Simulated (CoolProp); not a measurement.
Vapour-liquid equilibrium of n-octane (1) + ethylbenzene (2) at 457.2 K; x and y are mole fractions of (1).

Values from CoolProp's multi-fluid Helmholtz-energy mixture model, Beckmüller 2019 and Zhou 2012; pair parameters Bell 2016.

```
x     bubble pressure (MPa)  y at the bubble point  dew pressure at overall composition x (MPa)  liquid density (mol/L)
----  ---------------------  ---------------------  -------------------------------------------  ----------------------
0.05                 0.3221                  0.071                                       0.3197                   6.567
0.15                 0.3368                  0.198                                       0.3312                   6.332
0.25                 0.3496                  0.310                                       0.3428                   6.112
0.35                 0.3609                  0.413                                       0.3541                   5.904
0.45                 0.3708                  0.508                                       0.3649                   5.708
0.55                 0.3793                  0.599                                       0.3749                   5.524
0.65                 0.3868                  0.687                                       0.3838                   5.350
0.75                 0.3931                  0.775                                       0.3914                   5.186
0.85                 0.3983                  0.863                                       0.3976                   5.031
0.95                 0.4024                  0.954                                       0.4022                   4.886
```

No azeotrope shows between x = 0.05 and 0.95.

The pair parameters rest on a limited set of measurements; away from them the model extrapolates.
